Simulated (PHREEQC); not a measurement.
Model water analysis in mg/L, 20 °C, pH 8.06, pe 10.1: Na 2440; K 8.82; Ca 43.4; Mg 551; Cl 4860; S(6) as SO4 1120; Alkalinity as HCO3 14.1; Cd 68.4.

Valence states are taken as typed.

Computed with PHREEQC (ion-association model, phreeqc.dat).

Question: The ionic strength comes out as 0.179 mol/kgw. What activity coefficients do NaSO4-, Mg+2, CO3-2, Cd(SO4)2-2, Cd+2 get?

Answer: NaSO4- 0.76, Mg+2 0.35, CO3-2 0.32, Cd(SO4)2-2 0.32, Cd+2 0.32.

Precipitation was switched off in this run. Examples of supersaturated solids here: Otavite. Others may be too. Complexes and solids missing from the database can't appear.
